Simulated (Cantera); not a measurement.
Feed: 1 mol Si, 20 mol HBr, 0.57 mol H2, at 10.0 mbar.

Method: chemical equilibrium by Gibbs-energy minimisation in Cantera with the NASA 1993 tables (ideal gas, pure condensed phases). Candidate condensed phases: Br2, Si; 19 gas species. The tables' values for SiBr3 are old estimates; treat these amounts as uncertain. Equilibrium is a limit: real reactors are often held back by kinetics, nucleation or transport. All values below are at 1523 K.

Base state: HBr 0.790, H2 0.111, Br 0.0507, SiBr2 0.0358, SiBr4 0.00799, SiBr3 0.00404, Br2 0.000225, SiHBr3 7.87e-5 (mole fractions); condensed: gas only.

Question: What changes in the equilibrium state with this change: H2 from 0.57 to 4.6 mol?

Answer: 
| species | before | after |
|---|---|---|
| HBr | 0.790 | 0.686 |
| H2 | 0.111 | 0.244 |
| SiBr2 | 0.0358 | 0.0351 |
| Br | 0.0507 | 0.0296 |
| SiBr4 | 0.00799 | 0.00268 |
| Br2 | 0.000225 | 7.71e-5 |
| SiBr3 | 0.00404 | 0.00232 |
| H | 7.69e-5 | 0.000114 |
| SiHBr3 | 7.87e-5 | 6.71e-5 |
